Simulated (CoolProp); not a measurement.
n-butane along the isotherm 575 K: fugacity coefficient from the reference equation and from simpler models built on Tc = 425.1 K, pc = 37.96 bar, ω = 0.201; each cubic takes its own stable root.

Computed with CoolProp (reference Helmholtz-energy equation of state, Bücker 2006).

| p (bar) | phase | reference |
|---|---|---|
| 4.07 | gas | 0.9880 |
| 8.13 | gas | 0.9762 |
| 12.2 | gas | 0.9644 |
| 16.3 | gas | 0.9526 |
| 20.3 | gas | 0.9412 |
| 24.4 | gas | 0.9296 |
| 28.5 | gas | 0.9181 |
| 32.5 | gas | 0.9070 |
| 36.6 | gas | 0.8958 |
| 40.7 | supercritical | 0.8847 |
| 44.7 | supercritical | 0.8740 |
| 48.8 | supercritical | 0.8631 |
| 52.9 | supercritical | 0.8525 |
| 56.9 | supercritical | 0.8422 |

Task: How far does each simpler model (van der Waals, Soave-Redlich-Kwong, Peng-Robinson) lie from the reference over these 14 states: mean and median of the absolute difference, and the worst?

Result: 
- van der Waals: mean 2.4 %, median 2.3 %, worst -4.6 % at 575 K and 56.9 bar
- Soave-Redlich-Kwong: mean 0.3 %, median 0.2 %, worst +0.8 % at 575 K and 56.9 bar
- Peng-Robinson: mean 1.7 %, median 1.9 %, worst -2.8 % at 575 K and 56.9 bar
